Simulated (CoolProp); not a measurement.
Saturation properties of isopentane (Tc = 187.2 °C, pc = 3378 kPa, ω = 0.227).

Model: reference Helmholtz-energy equation of state, Lemmon 2006, in CoolProp. It is a short technical equation, of lower accuracy than the large ones.

| T (°C) | p (kPa) | enthalpy of vaporisation (kJ/kg) | liquid cp (kJ/(kg K)) | vapour Z | surface tension (mN/m) | liquid conductivity (mW/(m K)) |
|---|---|---|---|---|---|---|
| 55.75 | 242.6 | 320.2 | 2.445 | 0.9190 | 11.2 | 92.6 |
| 63.85 | 303.2 | 312.9 | 2.494 | 0.9055 | 10.4 | 90.2 |
| 71.95 | 374.6 | 305.1 | 2.546 | 0.8905 | 9.56 | … |
| 80.05 | 458.0 | 297.0 | 2.600 | 0.8741 | 8.75 | 85.4 |
| 88.15 | 554.6 | 288.4 | 2.657 | 0.8562 | 7.96 | 82.9 |
| 96.25 | 665.5 | 279.2 | 2.719 | 0.8365 | 7.18 | 80.5 |
| 104.35 | … | 269.5 | 2.785 | 0.8151 | … | 78.1 |
| 112.45 | 935.9 | 259.0 | 2.858 | 0.7918 | … | 75.6 |
| 120.55 | 1098 | 247.7 | 2.939 | 0.7662 | 4.93 | 73.1 |

Task: Complete the blanks.

Result: 
- 71.95, liquid conductivity (mW/(m K)): 87.8
- 104.35, p (kPa): 792.2
- 104.35, surface tension (mN/m): 6.41
- 112.45, surface tension (mN/m): 5.66

It boils at 27.8 °C under 1 atm.

Thermal conductivity comes from a separate model (Vassiliou 2015). Surface tension comes from a separate correlation (Mulero 2012).
